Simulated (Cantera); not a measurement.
A perfectly stirred reactor is fed with CH4 : H2O : H2 = 1 : 0.97 : 0.1 (molar parts), at 1.70 bar; it is held at 1650 K, and followed from long to short residence time.

Model: GRI-Mech 3.0 (53 species, 325 reactions), integrated in Cantera.

x: mole fraction; the columns are a selection and need not sum to one.

| τ (s) | x CH4 | x H2O | x H2 | x C2H | x C2H6 | x CH2O | x OH |
|---|---|---|---|---|---|---|---|
| 1.6 | 0.0564 | 0.169 | 0.590 | 2.36e-8 | 2.30e-5 | (withheld) | 6.75e-7 |
| 0.86 | 0.0667 | 0.204 | 0.556 | 2.88e-8 | 3.13e-5 | (withheld) | 8.31e-7 |
| 0.45 | 0.0809 | 0.243 | 0.516 | 3.38e-8 | 4.51e-5 | (withheld) | 1.00e-6 |
| 0.24 | 0.100 | 0.280 | 0.474 | 3.73e-8 | 6.79e-5 | (withheld) | 1.16e-6 |
| 0.12 | 0.129 | 0.317 | 0.424 | 3.87e-8 | 0.000113 | (withheld) | 1.33e-6 |
| 0.065 | 0.164 | 0.345 | 0.377 | 3.74e-8 | 0.000184 | (withheld) | 1.45e-6 |
| 0.034 | 0.208 | 0.371 | 0.324 | 3.36e-8 | 0.000308 | (withheld) | 1.57e-6 |
| 0.018 | 0.259 | 0.393 | 0.270 | 2.81e-8 | 0.000499 | (withheld) | 1.68e-6 |
| 0.0093 | 0.313 | 0.414 | 0.213 | 2.14e-8 | 0.000781 | (withheld) | 1.81e-6 |

Question: Fill in the missing entries.

Answer: 
- 1.6, x CH2O: 3.24e-7
- 0.86, x CH2O: 4.66e-7
- 0.45, x CH2O: 7.02e-7
- 0.24, x CH2O: 1.06e-6
- 0.12, x CH2O: 1.65e-6
- 0.065, x CH2O: 2.40e-6
- 0.034, x CH2O: 3.50e-6
- 0.018, x CH2O: 4.96e-6
- 0.0093, x CH2O: 6.87e-6
